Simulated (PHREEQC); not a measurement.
0.11 g of hydrous ferric oxide (600 m²/g; 0.2 weak and 0.005 strong sites per Fe, Dzombak-Morel constants, diffuse double layer) in 1 kg of water with 0.3 mol/kgw of an inert sodium salt, at 25 °C; the pH is set by adding NaOH or the inert anion's acid. Oxygen is held at 0.21 atm. CO2 from the air is kept out. Precipitation was switched off in this run.

The numbers come from PHREEQC with the ion-association model, wateq4f.dat.

Problem. Predict surface charge σ (C/m²), surface potential ψ (mV) at pH = 4, 10.

Solution. 
```
pH  surface charge σ (C/m²)  surface potential ψ (mV)
--  -----------------------  ------------------------
4                     0.349                       123
10                   -0.132                       -75
```

Species that the database lacks are ignored.
